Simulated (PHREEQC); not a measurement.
Make-up at 20 °C: 3.2 mol/kgw HCl and 2.1 mol/kgw MgSO4. Closed to the air; pH follows from the charge balance.

The numbers come from PHREEQC with the Pitzer model, pitzer.dat.

Question: The ionic strength comes out as 8.48 mol/kgw. What activity coefficients do H+, HSO4-, SO4-2, Mg+2, Cl- get?

Answer: H+ 13, HSO4- 1.1, SO4-2 0.0018, Mg+2 25, Cl- 0.67. Single-ion values are on the MacInnes scale.

This is a speciation only: nothing precipitates in the calculation. Species that the database lacks are ignored. In brines, pH and single-ion activities rest on the MacInnes convention.
